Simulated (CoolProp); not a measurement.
Tetradecamethylhexasiloxane (MD4M) along the isotherm 620 K: Z from the reference equation and from simpler models built on Tc = 653.2 K, pc = 0.8286 MPa, ω = 0.800; each cubic takes its own stable root.

Computed with CoolProp (reference Helmholtz-energy equation of state, Thol 2019).

| p (MPa) | phase | reference |
|---|---|---|
| 0.0262 | gas | 0.9844 |
| 0.0408 | gas | 0.9755 |
| 0.0635 | gas | 0.9616 |
| 0.0989 | gas | 0.9392 |
| 0.154 | gas | 0.9030 |
| 0.24 | gas | 0.8422 |
| 0.373 | gas | 0.7333 |
| 0.581 | liquid | 0.1056 |
| 0.905 | liquid | 0.1592 |
| 1.41 | liquid | 0.2397 |
| 2.19 | liquid | 0.3591 |
| 3.42 | liquid | 0.5396 |
| 5.32 | liquid | 0.8063 |
| 8.29 | liquid | 1.205 |

### Question
How far does each simpler model (Redlich-Kwong, Soave-Redlich-Kwong, Peng-Robinson) lie from the reference over these 14 states: mean and median of the absolute difference, and the worst?

### Answer
- Redlich-Kwong: mean 42.0 %, median 7.0 %, worst +478.8 % at 620 K and 0.581 MPa
- Soave-Redlich-Kwong: mean 6.7 %, median 4.8 %, worst +20.1 % at 620 K and 0.581 MPa
- Peng-Robinson: mean 2.3 %, median 1.4 %, worst +6.5 % at 620 K and 0.581 MPa

At some of these states Redlich-Kwong gives the other phase, because its saturation line lies elsewhere.
